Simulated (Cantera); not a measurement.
A diamond (100) surface in a fixed gas of H2 with x(CH4) = 0.0029, x(CH3) = 3.8e-05, at 1200 K, 0.0210 bar; coverages are run to steady state.

Cantera simulation using the Harris–Goodwin 1993 mechanism for the reconstructed diamond (100) surface; the numbers are that mechanism's predictions, not measurements.

One state of this run: growth (µm/h) = 0.132; θ c6HH = 0.445; θ c6H* = 0.0381; θ c6*H = 0.488; θ c6** = 0.0282; θ c6HM = 0.000272. θ: site fractions in the mechanism's names (c6HH fully hydrogenated, c6H* and c6*H radical sites, c6** diradical, c6HM methylated).

**Question.** Which value of x(H) does it belong to?
(A) 0.028
(B) 0.0001
(C) 0.0034
(D) 0.0002

**Answer.** C, 0.0034
